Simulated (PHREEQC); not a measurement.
A solution holds 0.0022 mol/kgw HF, 0.11 mol/kgw (NH4)2SiF6, 5.8e-05 mol/kgw HBF4 and 0.00066 mol/kgw HCl, at 76 °C. Closed to the air; pH follows from the charge balance.

Computed with PHREEQC (ion-association model, wateq4f.dat).

### Question
The ionic strength comes out as 0.329 mol/kgw. What activity coefficients do F-, H+, SiF6-2, NH4+, BF3OH- get?

### Answer
F- 0.64, H+ 0.76, SiF6-2 0.22, NH4+ 0.71, BF3OH- 0.60.

No solid was allowed to form. The solution is supersaturated, for example in Quartz (slow to form), Chalcedony (slow to form), so a real one may precipitate; this is no full list. Constants without temperature data keep their 25 °C values here. SiF6-2 is the database's only silicon fluoride. Real BF4- forms and hydrolyses slowly; the run takes it at equilibrium.
